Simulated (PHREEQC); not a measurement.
Make-up at 75 °C: 0.016 mol/kgw Cu(NO3)2, 8.4e-05 mol/kgw H2SO4 and 0.0031 mol/kgw KCl. Closed to the air; pH follows from the charge balance.

Equilibrium calculation in PHREEQC: ion-association model, wateq4f.dat.

This is a speciation only: nothing precipitates in the calculation.

Problem. Predict the pH.

Solution. pH 3.79.

Problem. In which forms is S present?

Solution. SO4-2 54 %, CuSO4 43 %, HSO4- 1.6 %, KSO4- 1.0 % of the S.

Constants without temperature data keep their 25 °C values here.
